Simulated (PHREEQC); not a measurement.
Make-up at 20 °C: 0.052 mol KOH, 0.0016 mol Na2SiO3 and 0.23 mol Na2CO3 per kg of water. Closed to the air; pH follows from the charge balance.

Computed with PHREEQC (ion-association model, phreeqc.dat).

This is a speciation only: nothing precipitates in the calculation.

What pH, ionic strength, activity of water does the model give?

pH 12.70; ionic strength 0.503 mol/kgw; activity of water 0.988.

In which forms is Si present?

H3SiO4- 59 %, H2SiO4-2 41 % of the Si.
